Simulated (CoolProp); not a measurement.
A single-stage vapour-compression cycle with the fluid: evaporating at 223.15 K (dew point), condensing at 280.15 K (bubble point), superheat 10 K, subcooling 0 K, compressor efficiency 0.65, no pressure losses. The same conditions are run with several fluids, on thermodynamics alone (safety and materials aside).

The numbers come from the reference Helmholtz-energy equation of state of each fluid (isobutene: Lemmon 2005; R143a: Lemmon and Jacobsen 2000; R115: Lemmon 2016; R152A: Outcalt 1996; R507A: Lemmon 2003; C3F8 (R218): Lemmon 2006) in CoolProp. Blends and air are pseudo-pure fits.

```csv
fluid,cooling COP,pressure ratio,discharge temperature (K),refrigerating effect (kJ/kg),volumetric capacity (kJ/m³)
isobutene,2.06,13.2,336.7,319,120
R143a,1.92,8.63,332.1,156,625
R115,1.83,8.97,304.9,80.1,399
R152A,2.04,12.3,365.3,267,253
R507A,(withheld),8.96,326.1,(withheld),603
C3F8 (R218),1.64,9.68,(withheld),58.8,314
```

### Question
Complete the blanks.

### Answer

- R507A, cooling COP: 1.89
- R507A, refrigerating effect (kJ/kg): 132
- C3F8 (R218), discharge temperature (K): 289.8
